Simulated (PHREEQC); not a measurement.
Dissolve 0.052 mol Cu(NO3)2, 8.4e-05 mol CuSO4 and 0.0012 mol Ca(NO3)2 per kg of water at 62 °C. Closed to the air; pH follows from the charge balance.

Equilibrium calculation in PHREEQC: ion-association model, phreeqc.dat.

Precipitation was switched off in this run.

Q: What pH, specific conductance, density does the model give?

A: pH 3.92; specific conductance 19200 µS/cm; density 0.990 g/cm³.

Q: In which forms is S present?

A: CuSO4 54 %, SO4-2 44 %, CaSO4 1.1 %, HSO4- 0.5 % of the S.

Species that the database lacks are ignored. Constants without temperature data keep their 25 °C values here.
